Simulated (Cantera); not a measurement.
Mixture: 4.64 % CH4, 19.4 % O2, 72.9 % N2, 3.07 % H2O, at 41000 Pa, adiabatic and at constant pressure. Ignition delay is the time to a rise of 400 K.

Model: GRI-Mech 3.0 (53 species, 325 reactions), integrated in Cantera.

Problem. Predict: delay at 1000 K; delay at 1100 K; delay at 1200 K; delay at 1300 K; delay at 1400 K; delay at 1500 K; apparent activation energy between 1300 and 1500 K.

Solution. 
- delay at 1000 K: 1.93 s
- delay at 1100 K: 0.333 s
- delay at 1200 K: 69.0 ms
- delay at 1300 K: 17.2 ms
- delay at 1400 K: 5.27 ms
- delay at 1500 K: 1.98 ms
- apparent activation energy between 1300 and 1500 K: 180 kJ/mol
